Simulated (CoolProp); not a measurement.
Dry air along the isobar 5.2 MPa: density (kg/m³) from the reference equation and from simpler models built on Tc = 132.5 K, pc = 3.786 MPa, ω = 0.034; each cubic takes its own stable root.

Model: reference Helmholtz-energy equation of state, Lemmon 2000, in CoolProp. It is a pseudo-pure fit of the blend.

```json
[
 {"T (K)": "118.8", "phase": "liquid", "reference": "676.3", "Redlich-Kwong": "660.6", "Soave-Redlich-Kwong": "661.4", "Peng-Robinson": "?"},
 {"T (K)": "143.7", "phase": "supercritical", "reference": "265.7", "Redlich-Kwong": "258.6", "Soave-Redlich-Kwong": "254.7", "Peng-Robinson": "271.2"},
 {"T (K)": "168.6", "phase": "supercritical", "reference": "140.1", "Redlich-Kwong": "140.5", "Soave-Redlich-Kwong": "138.7", "Peng-Robinson": "144.7"},
 {"T (K)": "193.6", "phase": "supercritical", "reference": "107.8", "Redlich-Kwong": "108.4", "Soave-Redlich-Kwong": "?", "Peng-Robinson": "110.5"},
 {"T (K)": "218.5", "phase": "supercritical", "reference": "89.95", "Redlich-Kwong": "90.59", "Soave-Redlich-Kwong": "89.26", "Peng-Robinson": "91.74"},
 {"T (K)": "243.4", "phase": "supercritical", "reference": "78.05", "Redlich-Kwong": "78.64", "Soave-Redlich-Kwong": "77.47", "Peng-Robinson": "79.30"},
 {"T (K)": "268.3", "phase": "supercritical", "reference": "69.32", "Redlich-Kwong": "69.86", "Soave-Redlich-Kwong": "?", "Peng-Robinson": "70.24"},
 {"T (K)": "293.3", "phase": "supercritical", "reference": "62.53", "Redlich-Kwong": "63.02", "Soave-Redlich-Kwong": "62.11", "Peng-Robinson": "63.23"},
 {"T (K)": "318.2", "phase": "supercritical", "reference": "57.09", "Redlich-Kwong": "57.54", "Soave-Redlich-Kwong": "56.73", "Peng-Robinson": "57.64"},
 {"T (K)": "343.1", "phase": "supercritical", "reference": "52.60", "Redlich-Kwong": "53.00", "Soave-Redlich-Kwong": "52.29", "Peng-Robinson": "53.04"}
]
```

Fill in the missing entries.


- 118.8, Peng-Robinson: 744.1
- 193.6, Soave-Redlich-Kwong: 106.9
- 268.3, Soave-Redlich-Kwong: 68.83
